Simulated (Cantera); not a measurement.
What does this Cantera script print?

```python
import numpy as np
import cantera as ct

gas_names = [...]  # 109 gases of nasa_gas.yaml made of C, Cl, H, Si
cond_names = """
    C(gr) C6H6(L) C7H8(L) C8H18(L),n-octa Si(cr) Si(L) SiC(b)
""".split()


# ... load() reads the species with a 1 bar reference pressure and builds the phases ...
atoms = {
    'SiCl4': {'Si': 1, 'CL': 4},
    'C3H8': {'C': 3, 'H': 8},
    'H2': {'H': 2},
}
top_T = {'C(gr)': 4500, 'SiC(b)': 3050}  # K; cautious upper limits of use, not melting points


# ... equilibrate(T, P, feed) seeds the gas with the atoms and calls Mixture.equilibrate('TP', solver="vcs", rtol=1e-11, max_steps=5000) ...
results = []
feed = {'SiCl4': 1, 'C3H8': 0.62, 'H2': 7.7}  # mol
P = 11000  # Pa
for T in [1950, 2050, 2150, 2250, 2350, 2450, 2550]:
    mix = equilibrate(T, P, feed)
    results.append((T, P, feed, dict(zip(mix.species_names, mix.species_moles))))

top = {s: max(r[3][s] / sum(r[3][g] for g in gas_names) for r in results) for s in gas_names}
cols = sorted((s for s in top if top[s] > 1e-06), key=lambda s: -top[s])[:7]
seen = [c for c in cond_names if any(r[3].get(c, 0) > 1e-12 for r in results)]
print("log10 of partial pressures in bar; condensed amounts in mol")
print(f"{'T/K':>10s}" + "".join(f"{s[:9]:>10s}" for s in cols + seen))
for T, P, feed, n in results:
    ng = sum(n[g] for g in gas_names)
    print(f"{T:10.4g}" + "".join(f"{np.log10(max(n[s] / ng * P / 1e5, 1e-99)):10.3f}" for s in cols)
          + "".join(f"{n.get(c, 0):10.4g}" for c in seen))
```

Result:

```
log10 of partial pressures in bar; condensed amounts in mol
       T/K        H2       HCL         H     SiCL2        CL        Si C2H2,acet     C(gr)    SiC(b)
      1950    -1.123    -1.488    -3.502    -2.790    -3.992    -5.967    -4.386     1.037    0.8131
      2050    -1.123    -1.499    -3.206    -2.704    -3.713    -5.295    -4.097     1.069    0.7726
      2150    -1.124    -1.513    -2.937    -2.631    -3.462    -4.686    -3.837     1.099    0.7281
      2250    -1.127    -1.529    -2.693    -2.573    -3.236    -4.132    -3.602     1.125    0.6756
      2350    -1.133    -1.550    -2.471    -2.527    -3.032    -3.626    -3.391     1.154     0.601
      2450    -1.145    -1.578    -2.270    -2.496    -2.851    -3.162    -3.204     1.203    0.4641
      2550    -1.168    -1.617    -2.090    -2.485    -2.691    -2.735    -3.044     1.317    0.1532
```

These are equilibrium values from Cantera (NASA tables, ideal gas, pure condensed phases), not measurements of a reactor. The tables' values for SiCl, SiCl3 are old estimates; treat these amounts as uncertain. Gases not in the tables: Si2H6 and higher silanes.
